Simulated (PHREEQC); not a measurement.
A PHREEQC speciation (ion-association model, phreeqc.dat) at 94 °C gives pH 0.70 and these molalities:

| species | mol/kgw |
|---|---|
| Cl- | 0.608 |
| H+ | 0.278 |
| FeCl+2 | 0.181 |
| HSO4- | 0.163 |
| FeHSO4+2 | 0.0417 |
| FeSO4+ | 0.0257 |
| FeCl2+ | 0.0102 |
| SO4-2 | 0.00881 |
| Fe+3 | 0.00802 |
| FeOH+2 | 0.00254 |
| Fe(SO4)2- | 0.000576 |
| FeCl3 | 0.000166 |

Question: What are the element totals, and what could have been dissolved in 1 kg of water to give them?

Answer: This is not unique; one that fits is totals Cl 0.810, Fe(3) 0.270, S(6) 0.240 mol/kgw, from 0.24 mol/kgw H2SO4 and 0.27 mol/kgw FeCl3.

No solid was allowed to form. Saturation is exceeded, for instance for Hematite (slow to form), Goethite (slow to form); the values hold only as long as no solid forms. The ionic strength is past about 0.7 mol/kgw, beyond the range of this activity model, so the values are rough. Constants without temperature data keep their 25 °C values here.
